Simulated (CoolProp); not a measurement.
Aqueous potassium formate as a coolant, at -6 °C, 1 atm.

Computed with CoolProp (Melinder's fits for secondary coolants).

```
mass %  freezing point (°C)  viscosity (mPa s)  density (kg/m³)  conductivity (W/(m K))  Prandtl number
------  -------------------  -----------------  ---------------  ----------------------  --------------
16.1                   -8.8               2.55             1103                   0.532            17.2
20.6                  -12.1               2.72             1133                   0.525            17.7
25.1                  -16.0               2.94             1164                   0.518            18.4
29.5                  -20.6               3.17             1195                   0.510            19.3
34                    -26.1               3.42             1228                   0.501            20.4
```
